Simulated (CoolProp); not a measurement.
Values from CoolProp's reference Helmholtz-energy equation of state, Gao 2020.

Question: For ammonia, give the phase and the Z, cv (kJ/(kg K)) at 451.85 °C and 35 MPa; 451.85 °C and 39.3 MPa; 451.85 °C and 43.7 MPa.

Answer: 
- 451.85 °C and 35 MPa: supercritical; Z 0.927, cv 2.54
- 451.85 °C and 39.3 MPa: supercritical; Z 0.924, cv 2.56
- 451.85 °C and 43.7 MPa: supercritical; Z 0.922, cv 2.57
